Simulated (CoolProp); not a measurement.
The numbers come from the reference Helmholtz-energy equation of state, Thol 2022 in CoolProp.

**Question.** For vinyl chloride, give the phase and the density (kg/m³), isothermal compressibility (1/MPa) at 384.4 K and 21.2 bar; 418.2 K and 21.2 bar.

**Answer.** 
- 384.4 K and 21.2 bar: gas; density 52.3, isothermal compressibility 0.632
- 418.2 K and 21.2 bar: gas; density 44.7, isothermal compressibility 0.566
